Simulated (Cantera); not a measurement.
Input (Python, Cantera):

```python
import numpy as np
import cantera as ct

gas = ct.Solution("gri30.yaml")
gas.TPX = 1375, 1500, {'N2O': 8.7, 'H2': 0.0033, 'N2': 0.65}
reactor = ct.IdealGasConstPressureReactor(gas, energy="off", clone=False)
net = ct.ReactorNet([reactor])
net.rtol, net.atol = 1e-08, 1e-18
show = ['N2O', 'H2', 'NO2', 'HO2', 'O', 'NO', 'N2']
times = np.geomspace(2e-06, 3, 15)

steps = ct.SolutionArray(gas, extra=["t"])
rows = []
print(f"{'t/s':>10s}{'T/K':>9s}{'P/Pa':>11s}" + "".join(f"{s:>11s}" for s in show))
for t in times:
    while net.time < t:
        t_next = net.step()
        steps.append(gas.state, t=t_next)
    rows.append([np.interp(t, steps.t, y) for y in (steps.T, steps.P, *steps(*show).X.T)])
    print(f"{t:10.3e}{rows[-1][0]:9.1f}{rows[-1][1]:11.4g}" + "".join(f"{x:11.3e}" for x in rows[-1][2:]))
rate = np.gradient(steps.T, steps.t)
print("integrator steps:", len(steps.t))
if steps.T.max() > steps.T[0] + 200:
    print(f"time of steepest temperature rise: {steps.t[rate.argmax()]:.4e} s")
gas.TPX = 1375, 1500, {'N2O': 8.7, 'H2': 0.0033, 'N2': 0.65}
gas.equilibrate("TP")
print(f"equilibrium (TP): T = {gas.T:.1f} K  " + "  ".join(f"{s} {gas[s].X[0]:.3e}" for s in show))
```

It prints:

```
       t/s      T/K       P/Pa        N2O         H2        NO2        HO2          O         NO         N2
 2.000e-06   1375.0       1500  9.302e-01  3.528e-04  1.254e-21  6.333e-16  1.539e-07  2.295e-10  6.949e-02
 5.523e-06   1375.0       1500  9.302e-01  3.528e-04  7.093e-20  1.369e-14  4.219e-07  1.738e-09  6.949e-02
 1.525e-05   1375.0       1500  9.302e-01  3.528e-04  3.952e-18  3.078e-13  1.143e-06  1.304e-08  6.950e-02
 4.212e-05   1375.0       1500  9.301e-01  3.528e-04  2.154e-16  7.341e-12  2.991e-06  9.602e-08  6.950e-02
 1.163e-04   1375.0       1500  9.301e-01  3.528e-04  1.101e-14  1.709e-10  7.161e-06  6.659e-07  6.950e-02
 3.212e-04   1375.0       1500  9.301e-01  3.527e-04  6.265e-13  3.338e-09  1.386e-05  3.998e-06  6.953e-02
 8.870e-04   1375.0       1500  9.300e-01  3.521e-04  5.973e-11  4.770e-08  1.849e-05  1.826e-05  6.960e-02
 2.449e-03   1375.0       1500  9.296e-01  3.498e-04  5.459e-09  4.583e-07  1.898e-05  6.209e-05  6.981e-02
 6.764e-03   1375.0       1500  9.286e-01  3.408e-04  3.037e-07  2.772e-06  1.893e-05  1.830e-04  7.040e-02
 1.868e-02   1375.0       1500  9.259e-01  3.042e-04  7.404e-06  6.613e-06  1.885e-05  5.081e-04  7.205e-02
 5.159e-02   1375.0       1500  9.184e-01  1.964e-04  5.161e-05  4.736e-06  1.882e-05  1.372e-03  7.660e-02
 1.425e-01   1375.0       1500  8.982e-01  6.147e-05  1.300e-04  1.735e-06  1.877e-05  3.745e-03  8.875e-02
 3.934e-01   1375.0       1500  8.459e-01  5.762e-06  1.195e-04  3.925e-07  1.886e-05  1.017e-02  1.200e-01
 1.086e+00   1375.0       1500  7.206e-01  3.354e-08  8.456e-05  1.148e-07  1.892e-05  2.569e-02  1.948e-01
 3.000e+00   1375.0       1500  4.775e-01  4.580e-09  6.424e-05  3.546e-08  1.885e-05  5.573e-02  3.399e-01
integrator steps: 1479
equilibrium (TP): T = 1375.0 K  N2O 5.272e-09  H2 1.067e-09  NO2 8.791e-07  HO2 1.710e-09  O 2.945e-06  NO 7.216e-04  N2 6.820e-01
```

Model: GRI-Mech 3.0 (53 species, 325 reactions), integrated in Cantera. GRI-Mech 3.0 was tuned for natural gas; its chemistry of N2O as a main component is partial and can be far from experiment. Radical loss at walls, strong at low pressure, is not modelled. The mechanism lacks the step 2 NO + O2 → 2 NO2, which can matter for NO2 below about 1400 K. The temperature is held fixed by assumption; the heat of reaction is taken as removed at once.
